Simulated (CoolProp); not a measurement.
The numbers come from the reference Helmholtz-energy equation of state, Thol 2017 in CoolProp.

Problem. For octamethyltrisiloxane (MDM), give the phase and the density (kg/m³), Joule-Thomson coefficient (K/MPa), isothermal compressibility (1/MPa), fugacity coefficient at 211.1 K and 1.03 MPa.

Solution. 
- 211.1 K and 1.03 MPa: liquid; density 902, Joule-Thomson coefficient -0.522, isothermal compressibility 0.000894, fugacity coefficient 8.40e-8
